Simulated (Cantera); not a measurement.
A counterflow diffusion flame at 1.01 bar, nozzles 20 mm apart: fuel side 65.4 % CH₄, 34.6 % H₂ at 300 K, oxidiser side 19.0 % O₂, 81.0 % N₂ at 300 K, fuel mass flux 0.71 times the oxidiser's; mixture-averaged transport, no radiation.

Model: GRI-Mech 3.0 (53 species, 325 reactions), integrated in Cantera. GRI-Mech 3.0 has no aromatics or soot, which form on the fuel side of real flames. The maximum strain rate includes the flame's own expansion and is several times the mean.

x: mole fraction; the columns are a selection and need not sum to one.

```csv
oxidiser flux (kg/m²/s),max strain (1/s),mean strain (1/s),T max (K),peak x OH,peak x H,peak x NO,peak x CO,peak x C₂H₂
0.61,456,73.8,1995,0.00707,0.00528,0.000129,0.0329,0.00655
0.75,554,90.7,1984,0.00704,0.00549,0.000120,0.0329,0.00643
0.92,___,111,1975,0.00701,0.00570,___,0.0330,0.00633
1.1,785,133,1964,0.00693,0.00587,0.000101,0.0330,0.00620
1.4,979,169,1949,0.00679,0.00609,8.89e-5,0.0331,0.00599
1.7,1170,206,1937,0.00665,0.00624,7.89e-5,0.0332,0.00579
2.1,1410,254,1923,0.00648,0.00641,6.84e-5,0.0336,0.00554
2.6,___,314,1906,0.00624,0.00651,___,0.0339,0.00519
3.2,2020,387,1887,0.00595,0.00656,4.68e-5,0.0343,0.00477
3.9,2390,472,1866,0.00561,0.00655,3.72e-5,0.0348,0.00428
```

Question: Fill in the missing entries.

Answer: 
- 0.92, max strain (1/s): 667
- 0.92, peak x NO: 0.000110
- 2.6, max strain (1/s): 1690
- 2.6, peak x NO: 5.73e-5
